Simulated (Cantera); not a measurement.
Input (Python, Cantera) and output of one run.

```python
import numpy as np
import cantera as ct

gas_names = [...]  # 62 gases of nasa_gas.yaml made of B, F, H, N, O
cond_names = """
    B(b) B(L) BN(s) B2O3(L) B3O3H3(cr) H2O(s) H2O(L)
""".split()


# ... load() reads the species with a 1 bar reference pressure and builds the phases ...
atoms = {
    'BN': {'B': 1, 'N': 1},
    'NF3': {'N': 1, 'F': 3},
    'H2O': {'H': 2, 'O': 1},
}
top_T = {'BN(s)': 3200}  # K; cautious upper limits of use, not melting points


# ... equilibrate(T, P, feed) seeds the gas with the atoms and calls Mixture.equilibrate('TP', solver="vcs", rtol=1e-11, max_steps=5000) ...
results = []
T = 1675  # K
P = 100000  # Pa
for m in [1, 1.3, 1.6, 2, 2.5, 3.2, 4, 5.1, 6.4]:
    feed = {'BN': 1, 'NF3': 1.5, 'H2O': m}  # mol
    mix = equilibrate(T, P, feed)
    results.append((T, P, feed, dict(zip(mix.species_names, mix.species_moles))))

top = {s: max(r[3][s] / sum(r[3][g] for g in gas_names) for r in results) for s in gas_names}
cols = sorted((s for s in top if top[s] > 1e-05), key=lambda s: -top[s])[:6]
seen = [c for c in cond_names if any(r[3].get(c, 0) > 1e-12 for r in results)]
print("log10 of partial pressures in bar; condensed amounts in mol")
print(f"{'n(H2O)':>10s}" + "".join(f"{s[:9]:>10s}" for s in cols + seen))
for T, P, feed, n in results:
    ng = sum(n[g] for g in gas_names)
    print(f"{feed['H2O']:10.4g}" + "".join(f"{np.log10(max(n[s] / ng * P / 1e5, 1e-99)):10.3f}" for s in cols)
          + "".join(f"{n.get(c, 0):10.4g}" for c in seen))
```

It prints:

```
log10 of partial pressures in bar; condensed amounts in mol
    n(H2O)       H2O        HF        N2       BF3        O2       BOF
         1    -1.569    -0.409    -0.557    -0.712    -1.082    -1.571
       1.3    -1.215    -0.393    -0.595    -0.809    -1.120    -1.347
       1.6    -1.026    -0.386    -0.628    -0.896    -1.153    -1.258
         2    -0.867    -0.385    -0.666    -0.999    -1.192    -1.204
       2.5    -0.737    -0.391    -0.708    -1.115    -1.234    -1.178
       3.2    -0.616    -0.405    -0.759    -1.261    -1.285    -1.176
         4    -0.524    -0.425    -0.810    -1.411    -1.336    -1.194
       5.1    -0.437    -0.455    -0.869    -1.597    -1.395    -1.233
       6.4    -0.367    -0.490    -0.929    -1.793    -1.455    -1.288
```

These are equilibrium values from Cantera (NASA tables, ideal gas, pure condensed phases), not measurements of a reactor. Gases not in the tables: H3BO3.
